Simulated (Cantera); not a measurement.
Input: 1 mol Fe2O3, 3.6 mol CH4, 4.2 mol H2, at 1 atm.

Equilibrium computed with Cantera from the NASA thermochemical tables; the gas is ideal and each condensed phase is pure. Candidate condensed phases: C, C6H6, C7H8, C8H18, Fe, Fe(CO)5, FeO, Fe(OH)2, Fe(OH)3, Fe2O3, Fe3O4, H2O; 114 gas species. Iron dissolves carbon and melts from about 1420 K in contact with it, which pure phases cannot show. Condensed phases not in the tables: cementite and carbon dissolved in iron. Equilibrium is a limit: real reactors are often held back by kinetics, nucleation or transport.

Problem. At 2100 K, list the 6 most abundant gas species with their mole fractions, and the condensed phases.

Solution. H2 0.787, CO 0.208, H 0.00275, C2H2 (acetylene) 0.00114, Fe 0.00105, CH4 0.000207. Condensed: C(graphite) + Fe(l).
